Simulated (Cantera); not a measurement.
Input (Python, Cantera) and output of one run.

```python
import numpy as np
import cantera as ct

gas_names = """
    AL ALCL ALCL2 ALCL3 ALH ALO ALOCL ALOH ALO2 ALO2H AL2 AL2CL6 AL2O AL2O2 CL CLO CL2 H HALO HCL HOCL
    HO2 H2 H2O H2O2 O OH O2 O3
""".split()
cond_names = """
    AL(cr) AL(L) ALCL3(s) ALCL3(L) AL2O3(a) AL2O3(L) H2O(s) H2O(L)
""".split()


# ... load() reads the species with a 1 bar reference pressure and builds the phases ...
atoms = {
    'AlCl3': {'AL': 1, 'CL': 3},
    'H2O': {'H': 2, 'O': 1},
    'H2': {'H': 2},
}
top_T = {}  # K; cautious upper limits of use, not melting points


# ... equilibrate(T, P, feed) seeds the gas with the atoms and calls Mixture.equilibrate('TP', solver="vcs", rtol=1e-11, max_steps=5000) ...
results = []
feed = {'AlCl3': 1, 'H2O': 5.1, 'H2': 13}  # mol
T = 1200  # K
P = 6500  # Pa
mix = equilibrate(T, P, feed)
results.append((T, P, feed, dict(zip(mix.species_names, mix.species_moles))))
print(gas.report(threshold=1e-06))
for i in range(1, mix.n_phases):
    print(f"{mix.phase(i).name:16s} {mix.phase_moles(i):12.5e} mol")
```

It prints:

```
       temperature   1200 K
          pressure   6500 Pa
           density   0.0066622 kg/m^3
  mean mol. weight   10.226 kg/kmol
   phase of matter   gas

                          1 kg             1 kmol
                     ---------------   ---------------
          enthalpy       -2.9544e+06       -3.0212e+07  J
   internal energy         -3.93e+06        -4.019e+07  J
           entropy             21818        2.2312e+05  J/K
    Gibbs function       -2.9136e+07       -2.9795e+08  J
 heat capacity c_p            3295.2             33697  J/K
 heat capacity c_v            2482.1             25383  J/K

                      mass frac. Y      mole frac. X     chem. pot. / RT
                     ---------------   ---------------   ---------------
               HCL           0.54568           0.15306           -38.622
                H2           0.13075           0.66326           -21.122
               H2O           0.32356           0.18367            -54.13
     [  +26 minor]        5.1733e-07        7.5915e-07

AL(L)             0.00000e+00 mol
ALCL3(L)          0.00000e+00 mol
AL2O3(a)          5.00000e-01 mol
```

Equilibrium computed with Cantera from the NASA thermochemical tables; the gas is ideal and each condensed phase is pure.
